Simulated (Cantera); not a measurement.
A closed system holds: 1 mol SiH2Cl2, 2.8 mol HCl, 94 mol N2, equilibrated at 1548 K and 0.133 bar.

Cantera equilibrium calculation (NASA polynomials, part measured and part estimated; ideal gas, pure solids and liquids). Candidate condensed phases: NH4Cl, Si, Si3N4; 28 gas species. The tables' values for SiCl3 are old estimates; treat these amounts as uncertain. Equilibrium is a limit: real reactors are often held back by kinetics, nucleation or transport.

### Question
What is the equilibrium state?

### Answer
```json
{
 "x(N2)": "0.953",
 "x(HCl)": "0.0331",
 "x(H2)": "0.00780",
 "x(SiCl2)": "0.00447",
 "x(SiCl3)": "0.00113",
 "x(SiCl4)": "0.000801",
 "x(Cl)": "2.53e-5",
 "x(SiHCl3)": "2.30e-5",
 "x(H)": "7.45e-6",
 "n(Si3N4(s))": "0.123 mol",
 "gas_amount": "98.42 mol",
 "log10 activity of Si(s) (absent)": "-2.02"
}
```
